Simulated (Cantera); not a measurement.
Cantera run:

```python
import numpy as np
import cantera as ct

gas_names = """
    O2 Br2
""".split()
cond_names = """
    Ca(L) CaBr2(L) CaO(s)
""".split()


# ... load() reads the species with a 1 bar reference pressure and builds the phases ...
species = {s.name: s for s in load("nasa_gas.yaml", gas_names) + load("nasa_condensed.yaml", cond_names)}
T = 1225
g = {n: (s.thermo.h(T) - T * s.thermo.s(T)) / (ct.gas_constant * T * np.log(10)) for n, s in species.items()}
valid = cond_names  # the entries whose range holds T


def stable(la, lb):
    # potentials (over RT ln 10) of the two non-metals from log10 p(O2) and log10 p(Br2) in bar
    mu = {}
    mu["O"] = (g["O2"] + la) / 2
    mu["Br"] = (g["Br2"] + lb) / 2
    cost = {}
    for n in valid:
        c = species[n].composition
        cost[n] = (g[n] - sum(c.get(e, 0) * m for e, m in mu.items())) / c["Ca"]
    return min(cost, key=cost.get)


results = []
for lb in [0, -0.8, -1.7, -2.5, -3.4, -4.2, -5.1, -5.9, -6.8, -7.6, -8.5, -9.3, -10.2, -11]:
    row = [stable(la, lb) for la in [-32, -30.5, -29, -27.4, -25.9, -24.4, -22.9, -21.3, -19.8, -18.3, -16.8, -15.2, -13.7, -12.2, -10.7, -9.1, -7.6, -6.1, -4.6, -3, -1.5, 0]]
    results.append(row)
    print(f"{lb:6.1f}  " + " ".join(f"{valid.index(n):x}" for n in row))
print("key: " + ", ".join(f"{i:x} {n}" for i, n in enumerate(valid)))
```

Output:

```
   0.0  1 1 1 1 1 1 1 1 1 1 1 1 1 1 1 1 1 1 1 1 1 1
  -0.8  1 1 1 1 1 1 1 1 1 1 1 1 1 1 1 1 1 1 1 1 1 1
  -1.7  1 1 1 1 1 1 1 1 1 1 1 1 1 1 1 1 1 1 1 1 1 2
  -2.5  1 1 1 1 1 1 1 1 1 1 1 1 1 1 1 1 1 1 1 1 2 2
  -3.4  1 1 1 1 1 1 1 1 1 1 1 1 1 1 1 1 1 1 1 2 2 2
  -4.2  1 1 1 1 1 1 1 1 1 1 1 1 1 1 1 1 1 1 2 2 2 2
  -5.1  1 1 1 1 1 1 1 1 1 1 1 1 1 1 1 1 1 2 2 2 2 2
  -5.9  1 1 1 1 1 1 1 1 1 1 1 1 1 1 1 2 2 2 2 2 2 2
  -6.8  1 1 1 1 1 1 1 1 1 1 1 1 1 1 2 2 2 2 2 2 2 2
  -7.6  1 1 1 1 1 1 1 1 1 1 1 1 1 2 2 2 2 2 2 2 2 2
  -8.5  1 1 1 1 1 1 1 1 1 1 1 1 2 2 2 2 2 2 2 2 2 2
  -9.3  1 1 1 1 1 1 1 1 1 1 1 2 2 2 2 2 2 2 2 2 2 2
 -10.2  1 1 1 1 1 1 1 1 1 1 2 2 2 2 2 2 2 2 2 2 2 2
 -11.0  1 1 1 1 1 1 1 1 1 2 2 2 2 2 2 2 2 2 2 2 2 2
key: 0 Ca(L), 1 CaBr2(L), 2 CaO(s)
```

Source: NASA polynomial tables (part measured, part estimated), evaluated in Cantera. Not in the tables: oxide halides.
